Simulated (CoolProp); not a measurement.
Vapour-liquid equilibrium of propylene (1) + n-heptane (2) at 159 kPa; x and y are mole fractions of (1).

Values from CoolProp's multi-fluid Helmholtz-energy mixture model, Lemmon 2013 and Span 2003; pair parameters Bell 2016.

### Question
Give the bubble temperature and the first vapour's composition at x = 0.35, 0.8, 0.95. Is there an azeotrope?

### Answer
x = 0.35: 258.9 K, y = 0.997; x = 0.8: 240.6 K, y = 1.000; x = 0.95: 237.2 K, y = 1.000. No azeotrope shows between x = 0.05 and 0.95.

The pair parameters rest on a limited set of measurements; away from them the model extrapolates. The gap from Raoult's law changes sign with composition, which may be real or a fault of the pair parameters; it wasn't checked against measurements.
